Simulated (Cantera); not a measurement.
An isothermal, constant-pressure homogeneous reactor starts with H2 : O2 = 0.056 : 1 (molar parts), equivalence ratio 0.028, at 1425 K and 0.0132 atm. Integrator tolerance rtol = 1e-08.

Model: the H2/O2 subset of GRI-Mech 3.0, which has no nitrogen chemistry, integrated in Cantera. Radical loss at walls, strong at low pressure, is not modelled. The temperature is held fixed by assumption; the heat of reaction is taken as removed at once.

**Question.** What does this change do: H2 0.056 to 0.076 parts?

**Answer.** 
| quantity | before | after |
|---|---|---|
| x(H2) at 7.00 s | 7.67e-7 (gas-phase equilibrium 3.21e-7) | 8.09e-7 (gas-phase equilibrium 4.36e-7) |
| x(O2) at 7.00 s | 0.945 (gas-phase equilibrium 0.945) | 0.927 (gas-phase equilibrium 0.927) |
| x(OH) at 7.00 s | 0.000193 (gas-phase equilibrium 0.000125) | 0.000196 (gas-phase equilibrium 0.000144) |
| x(H) at 7.00 s | 1.24e-7 (gas-phase equilibrium 3.37e-8) | 9.90e-8 (gas-phase equilibrium 3.93e-8) |
| x(HO2) at 7.00 s | 6.54e-8 (gas-phase equilibrium 8.56e-8) | 7.98e-8 (gas-phase equilibrium 9.78e-8) |
| x(O) at 7.00 s | 2.81e-5 (gas-phase equilibrium 1.18e-5) | 2.16e-5 (gas-phase equilibrium 1.16e-5) |

**Question.** What does this change do: pressure from 0.0132 atm to 0.00651 atm?

**Answer.** 
| quantity | before | after |
|---|---|---|
| x(H2) at 7.00 s | 7.67e-7 (gas-phase equilibrium 3.21e-7) | 6.21e-6 (gas-phase equilibrium 4.56e-7) |
| x(O2) at 7.00 s | 0.945 (gas-phase equilibrium 0.945) | 0.945 (gas-phase equilibrium 0.945) |
| x(OH) at 7.00 s | 0.000193 (gas-phase equilibrium 0.000125) | 0.000548 (gas-phase equilibrium 0.000149) |
| x(H) at 7.00 s | 1.24e-7 (gas-phase equilibrium 3.37e-8) | 2.87e-6 (gas-phase equilibrium 5.71e-8) |
| x(HO2) at 7.00 s | 6.54e-8 (gas-phase equilibrium 8.56e-8) | 5.85e-8 (gas-phase equilibrium 7.18e-8) |
| x(O) at 7.00 s | 2.81e-5 (gas-phase equilibrium 1.18e-5) | 0.000228 (gas-phase equilibrium 1.67e-5) |

**Question.** What does this change do: temperature 1425 to 1050 K?

**Answer.** 
```tsv
quantity	before	after
x(H2) at 7.00 s	7.67e-7 (gas-phase equilibrium 3.21e-7)	3.80e-8 (gas-phase equilibrium 1.77e-10)
x(O2) at 7.00 s	0.945 (gas-phase equilibrium 0.945)	0.946 (gas-phase equilibrium 0.946)
x(OH) at 7.00 s	0.000193 (gas-phase equilibrium 0.000125)	1.33e-5 (gas-phase equilibrium 9.26e-7)
x(H) at 7.00 s	1.24e-7 (gas-phase equilibrium 3.37e-8)	2.72e-9 (gas-phase equilibrium <1e-12)
x(HO2) at 7.00 s	6.54e-8 (gas-phase equilibrium 8.56e-8)	9.77e-9 (gas-phase equilibrium 1.55e-9)
x(O) at 7.00 s	2.81e-5 (gas-phase equilibrium 1.18e-5)	1.16e-6 (gas-phase equilibrium 5.67e-9)
```
